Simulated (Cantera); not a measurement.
# Adiabatic ignition

An adiabatic, constant-volume homogeneous reactor starts with CH3OH : O2 : N2 : H2O = 1 : 0.6 : 2.26 : 0.26 (molar parts), equivalence ratio 2.5, at 1348 K and 10500 Torr.

Computed with Cantera and GRI-Mech 3.0 (53 species, 325 reactions). GRI-Mech 3.0 was tuned for natural gas; its chemistry of methanol as a main component is partial and can be far from experiment. The pressure lies above the range GRI-Mech 3.0 was tuned for (to about 10 atm).

```tsv
t (s)	T (K)	P (bar)	x CH3OH	x O2	x H2O	x H	x HCN	x C2H4	x H2
3.00e-6	1348	14.0	0.243	0.146	0.0631	7.19e-9	<1e-12	8.37e-11	7.68e-6
6.68e-6	1348	14.0	0.243	0.146	0.0631	8.69e-9	<1e-12	2.25e-10	1.90e-5
1.49e-5	1348	14.0	0.243	0.146	0.0632	1.45e-8	<1e-12	5.10e-10	5.53e-5
3.32e-5	1349	14.0	0.242	0.145	0.0634	4.12e-8	<1e-12	1.05e-9	0.000240
7.39e-5	1363	14.2	0.232	0.141	0.0683	7.33e-7	<1e-12	2.48e-9	0.00347
0.000165	2566	35.8	8.32e-11	3.28e-6	0.232	0.00235	4.49e-7	<1e-12	0.175
0.000367	2566	35.8	8.32e-11	3.27e-6	0.232	0.00235	8.54e-7	<1e-12	0.175
0.000818	2565	35.8	8.33e-11	3.27e-6	0.232	0.00235	1.57e-6	<1e-12	0.175
0.00182	2565	35.7	8.33e-11	3.26e-6	0.232	0.00234	2.15e-6	<1e-12	0.175
0.00406	2565	35.7	8.33e-11	3.26e-6	0.232	0.00234	2.24e-6	<1e-12	0.175
0.00904	2565	35.7	8.33e-11	3.26e-6	0.232	0.00234	2.25e-6	<1e-12	0.175
0.0201	2565	35.7	8.33e-11	3.26e-6	0.232	0.00234	2.25e-6	<1e-12	0.175
0.0449	2565	35.7	8.33e-11	3.26e-6	0.232	0.00234	2.25e-6	<1e-12	0.175
0.100	2565	35.7	8.33e-11	3.26e-6	0.232	0.00234	2.25e-6	<1e-12	0.175
```
x: mole fraction; the columns are a selection and need not sum to one.

```json
{
 "time_of_steepest_temperature_rise": "89.3 µs",
 "temperature at 0.100 s": "2565 K",
 "equilibrium_temperature": "2565 K",
 "x(CH3OH) at 0.100 s": "8.33e-11 (gas-phase equilibrium 8.56e-11)",
 "x(O2) at 0.100 s": "3.26e-6 (gas-phase equilibrium 3.26e-6)",
 "x(H2O) at 0.100 s": "0.232 (gas-phase equilibrium 0.232)"
}
```
